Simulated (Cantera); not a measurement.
A freely propagating, adiabatic, planar premixed flame of 22.2 % H₂, 13.9 % O₂, 63.9 % N₂, equivalence ratio 0.80, unburnt at 575 K and 0.132 atm; multicomponent transport, grid criteria slope 0.08 and curve 0.16, no radiation.

Model: the H2/O2 subset of GRI-Mech 3.0, which has no nitrogen chemistry, integrated in Cantera. Burning velocities carry a grid error of a few per cent, more on coarse grids.

x: mole fraction of selected species; z is measured from the peak of heat release.

```tsv
z (mm)	T (K)	u (m/s)	x H₂	x O₂	x OH	x H₂O₂	x H	x H₂O
-20.4	575	4.01	0.222	0.139	<1e-8	<1e-8	<1e-8	<1e-8
-13.6	575	4.01	0.222	0.139	<1e-8	<1e-8	<1e-8	<1e-8
-10.2	575	4.01	0.222	0.139	<1e-8	<1e-8	<1e-8	<1e-8
-6.79	575	4.01	0.222	0.139	<1e-8	<1e-8	1.05e-7	3.64e-8
-3.39	583	4.07	0.220	0.139	2.75e-5	…	0.000218	0.000592
-1.70	705	4.86	0.199	0.135	0.000290	…	0.00576	0.0117
0	1058	7.08	0.0967	0.0978	0.00228	…	0.0409	0.0907
1.70	1316	8.70	0.0299	0.0537	0.00603	…	0.0552	0.168
3.39	1432	9.41	0.0251	0.0472	0.00788	…	0.0478	0.179
6.79	1562	10.2	0.0246	0.0441	0.00986	…	0.0369	0.187
13.6	1700	11.0	0.0228	0.0410	0.0116	…	0.0260	0.196
27.1	1834	11.7	0.0195	0.0380	0.0125	…	0.0165	0.207
54.3	1954	12.4	0.0149	0.0354	0.0122	…	0.00914	0.218
```

Task: Fill in the missing entries.

Result: 
- -3.39, x H₂O₂: 9.14e-7
- -1.70, x H₂O₂: 1.12e-6
- 0, x H₂O₂: 6.62e-7
- 1.70, x H₂O₂: 8.64e-7
- 3.39, x H₂O₂: 6.95e-7
- 6.79, x H₂O₂: 4.31e-7
- 13.6, x H₂O₂: 2.30e-7
- 27.1, x H₂O₂: 1.23e-7
- 54.3, x H₂O₂: 7.23e-8
